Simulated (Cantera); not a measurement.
An isothermal, constant-pressure homogeneous reactor starts with C2H6 : N2 = 1 : 48 (molar parts), at 1600 K and 7.50 Torr. Integrator tolerance rtol = 1e-08.

Model: GRI-Mech 3.0 (53 species, 325 reactions), integrated in Cantera. GRI-Mech 3.0 stops at C3 and has no aromatics, soot or wall deposition, so with more carbon than oxygen in the feed, carbon stays in small species such as C2H2 where larger ones or solid carbon would form. Radical loss at walls, strong at low pressure, is not modelled.

```tsv
quantity	before	after
x(C2H6) at 40.0 s	1.19e-9 (gas-phase equilibrium <1e-12)	8.82e-9 (gas-phase equilibrium <1e-12)
x(H2) at 40.0 s	0.0390 (gas-phase equilibrium 0.0392)	0.0374 (gas-phase equilibrium 0.0389)
x(CH4) at 40.0 s	0.000125 (gas-phase equilibrium 1.47e-6)	0.00119 (gas-phase equilibrium 6.40e-8)
x(C2H) at 40.0 s	1.71e-7 (gas-phase equilibrium 3.50e-8)	1.60e-7 (gas-phase equilibrium 1.67e-7)
x(HCN) at 40.0 s	2.04e-5 (gas-phase equilibrium 0.0317)	2.24e-5 (gas-phase equilibrium 0.0317)
x(H) at 40.0 s	0.000102 (gas-phase equilibrium 0.000108)	9.37e-5 (gas-phase equilibrium 0.000515)
x(CH3) at 40.0 s	6.63e-6 (gas-phase equilibrium 8.24e-8)	5.99e-5 (gas-phase equilibrium 1.72e-8)
```

Q: Which change was made?
A. N2 48 to 280 parts
B. N2 48 to 23 parts
C. pressure from 7.50 Torr to 0.330 Torr
D. temperature 1600 to 1875 K

A: C, pressure from 7.50 Torr to 0.330 Torr
